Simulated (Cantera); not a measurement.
# Moist CO burnout

A perfectly stirred reactor is fed with CO : O₂ : H₂O : N₂ = 0.0033 : 0.0073 : 0.0076 : 1 (molar parts), equivalence ratio 0.23, at 10.0 bar; it is held at 1300 K, and followed from long to short residence time.

Computed with Cantera and GRI-Mech 3.0 (53 species, 325 reactions).

| τ (s) | x CO | x O₂ | x H₂O | x NO | x HO₂ |
|---|---|---|---|---|---|
| 0.95 | 4.33e-5 | 0.00558 | 0.00747 | 4.97e-8 | 2.57e-7 |
| 0.43 | 8.31e-5 | 0.00560 | 0.00747 | 5.59e-8 | 4.69e-7 |
| 0.19 | 0.000160 | 0.00564 | 0.00747 | 6.16e-8 | 8.39e-7 |
| 0.086 | 0.000293 | 0.00570 | 0.00747 | 6.14e-8 | 1.39e-6 |
| 0.038 | 0.000521 | 0.00582 | 0.00747 | 5.24e-8 | 2.16e-6 |
| 0.017 | 0.000867 | 0.00599 | 0.00746 | 3.75e-8 | 3.09e-6 |
| 0.0077 | 0.00133 | 0.00622 | 0.00745 | 2.25e-8 | 4.09e-6 |
x: mole fraction; the columns are a selection and need not sum to one.
